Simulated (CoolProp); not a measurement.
Vapour-liquid equilibrium of benzene (1) + n-dodecane (2) at 0.343 MPa; x and y are mole fractions of (1).

Computed with CoolProp (multi-fluid Helmholtz-energy mixture model, Thol 2012 and Lemmon 2004; pair parameters Bell 2016).

### Question
Give the bubble temperature and the first vapour's composition at x = 0.275, 0.65, 0.875. Is there an azeotrope?

### Answer
x = 0.275: 196.5 °C, y = 0.852; x = 0.65: 146.4 °C, y = 0.983; x = 0.875: 132.0 °C, y = 0.996. No azeotrope shows between x = 0.05 and 0.95.

Pair parameters are fitted to limited data, so mixtures are less certain than the pure fluids.
